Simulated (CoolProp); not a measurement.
C3F8 (R218) at 293.15 K and 8.6 MPa flows at 1.2 m/s in a round tube of 12.7 mm bore and 45 µm roughness, fully developed (64/Re and Nu = 3.66 if laminar; Colebrook and Gnielinski if turbulent). Each further row changes one setting.

Computed with CoolProp (reference Helmholtz-energy equation of state, Lemmon 2006). It is a short technical equation, of lower accuracy than the large ones.

```csv
case,Reynolds number,Darcy friction factor,pressure drop (Pa/m),heat-transfer coefficient (W/(m² K)),mass flow (kg/h)
as stated,___,___,2340,___,___
velocity 2.4 m/s,186000,0.0281,9150,5410,1570
diameter 25.4 mm,186000,0.0237,966,2400,3150
```

### Question
Fill in the missing entries.

### Answer

- as stated, Reynolds number: 93200
- as stated, Darcy friction factor: 0.0287
- as stated, heat-transfer coefficient (W/(m² K)): 2730
- as stated, mass flow (kg/h): 787

Viscosity comes from a separate model (Huber 2003), an estimate that may be off by 10 % or more. Thermal conductivity comes from a separate model (Huber 2003), an estimate that may be off by 10 % or more.
